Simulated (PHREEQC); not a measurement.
Phosphoric acid bath: an equilibrium model

Dissolve 0.046 mol NaH2PO4 and 0.16 mol HCl per kg of water at 85 °C. Closed to the air; pH follows from the charge balance.

The numbers come from PHREEQC with the ion-association model, phreeqc.dat.

Precipitation was switched off in this run.

Task: Estimate the pH.

Result: pH 1.04.

Task: In which forms is P present?

Result: H3PO4 95 %, H2PO4- 5.5 % of the P.

At this temperature some constants are extrapolated from 25 °C, and those without enthalpy data are left unchanged.
